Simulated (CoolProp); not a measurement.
Vapour-liquid equilibrium of CH2F2 (R32) (1) + fluoroethane (R161) (2) at 130 kPa; x and y are mole fractions of (1).

Model: multi-fluid Helmholtz-energy mixture model, Tillner-Roth 1997 and Wu 2012; pair parameters Bell 2016, in CoolProp.

Question: Give the bubble temperature and the first vapour's composition at x = 0.05, 0.35, 0.95. Is there an azeotrope?

Answer: x = 0.05: 239.7 K, y = 0.107; x = 0.35: 233.6 K, y = 0.516; x = 0.95: 226.9 K, y = 0.969. No azeotrope shows between x = 0.05 and 0.95.

The pair parameters rest on a limited set of measurements; away from them the model extrapolates.
